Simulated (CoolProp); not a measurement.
The fluoroketone C6F12O (FK-5-1-12) along the isotherm -30.95 °C: density (kg/m³) from the reference equation and from simpler models built on Tc = 168.7 °C, pc = 1.869 MPa, ω = 0.471; each cubic takes its own stable root.

Values from CoolProp's reference Helmholtz-energy equation of state, McLinden 2015.

```tsv
p (MPa)	phase	reference
0.216	liquid	1762
0.431	liquid	1762
0.647	liquid	1763
0.863	liquid	1763
1.08	liquid	1764
1.29	liquid	1765
1.51	liquid	1765
1.73	liquid	1766
1.94	liquid	1766
2.16	liquid	1767
2.37	liquid	1767
2.59	liquid	1768
2.8	liquid	1768
```

Task: How far does each simpler model (van der Waals, Redlich-Kwong, Soave-Redlich-Kwong, Peng-Robinson) lie from the reference over these 13 states: mean and median of the absolute difference, and the worst?

Result: 
- van der Waals: mean 41.1 %, median 41.1 %, worst -41.8 % at -30.95 °C and 0.216 MPa
- Redlich-Kwong: mean 13.5 %, median 13.5 %, worst -13.8 % at -30.95 °C and 0.216 MPa
- Soave-Redlich-Kwong: mean 9.3 %, median 9.3 %, worst -9.4 % at -30.95 °C and 0.216 MPa
- Peng-Robinson: mean 1.9 %, median 1.9 %, worst +2.0 % at -30.95 °C and 2.8 MPa
